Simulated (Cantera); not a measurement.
Charge: 1 mol AlN, 30 mol Cl2, 2.1 mol H2, equilibrated at 1673.15 K and 3.00 Pa.

These are equilibrium values from Cantera (NASA tables, ideal gas, pure condensed phases), not measurements of a reactor. Candidate condensed phases: Al, AlCl3, AlN, NH4Cl; 20 gas species. The tables' values for AlCl2 are old estimates; treat these amounts as uncertain. Equilibrium is a limit: real reactors are often held back by kinetics, nucleation or transport.

Base state: Cl 0.902, HCl 0.0718, AlCl3 0.0164, N2 0.00855, Cl2 0.000881, AlCl2 0.000621, AlCl 0.000103, H 2.69e-5 (mole fractions); condensed: gas only.

Task: What changes in the equilibrium state with this change: temperature from 1673.15 K to 925 K?

Result: 
| species | before | after |
|---|---|---|
| Cl2 | 0.000881 | 0.805 |
| HCl | 0.0718 | 0.130 |
| AlCl3 | 0.0164 | 0.0309 |
| Cl | 0.902 | 0.0190 |
| N2 | 0.00855 | 0.0154 |
| AlCl2 | 0.000621 | <1e-9 |
| AlCl | 0.000103 | <1e-9 |
| H | 2.69e-5 | <1e-9 |
